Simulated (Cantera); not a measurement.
An isothermal, constant-pressure homogeneous reactor starts with NO : N2 = 1 : 0.23 (molar parts), at 2125 K and 0.316 atm. Integrator tolerance rtol = 1e-08.

Detailed kinetics in Cantera: GRI-Mech 3.0 (53 species, 325 reactions).

```json
[
 {"quantity": "x(NO) at 2.00 s", "before": "0.0243 (gas-phase equilibrium 0.0126)", "after": "0.0231 (gas-phase equilibrium 0.0106)"},
 {"quantity": "x(N2O) at 2.00 s", "before": "4.92e-7 (gas-phase equilibrium 3.44e-7)", "after": "4.89e-7 (gas-phase equilibrium 3.32e-7)"},
 {"quantity": "x(NO2) at 2.00 s", "before": "2.66e-5 (gas-phase equilibrium 1.39e-5)", "after": "1.83e-5 (gas-phase equilibrium 8.49e-6)"},
 {"quantity": "x(O) at 2.00 s", "before": "0.00184 (gas-phase equilibrium 0.00185)", "after": "0.00133 (gas-phase equilibrium 0.00135)"},
 {"quantity": "x(O2) at 2.00 s", "before": "0.393 (gas-phase equilibrium 0.399)", "after": "0.205 (gas-phase equilibrium 0.211)"}
]
```

Q: What was changed between the two runs?
A) pressure from 0.316 atm to 0.701 atm
B) pressure from 0.316 atm to 0.0132 atm
C) temperature 2125 to 1925 K
D) N2 0.23 to 1.3 parts

A: D, N2 0.23 to 1.3 parts
